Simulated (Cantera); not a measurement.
An isothermal, constant-pressure homogeneous reactor starts with 50.0 % N2O, 50.0 % N2, at 1423 K and 0.0267 bar.

Cantera simulation using GRI-Mech 3.0 (53 species, 325 reactions); the numbers are that mechanism's predictions, not measurements. GRI-Mech 3.0 was tuned for natural gas; its chemistry of N2O as a main component is partial and can be far from experiment. Radical loss at walls, strong at low pressure, is not modelled. The temperature is held fixed by assumption; the heat of reaction is taken as removed at once.

One state of this run: x N2O = 0.403; x N2 = 0.550; x O = 3.28e-5; x NO2 = 3.15e-6; x O2 = 0.0307; x NO = 0.0162. x: mole fraction; the columns are a selection and need not sum to one.

Problem. Which value of t (s) does it belong to?
(A) 0.308
(B) 2.00e-6
(C) 0.104
(D) 2.70

Solution. A, 0.308
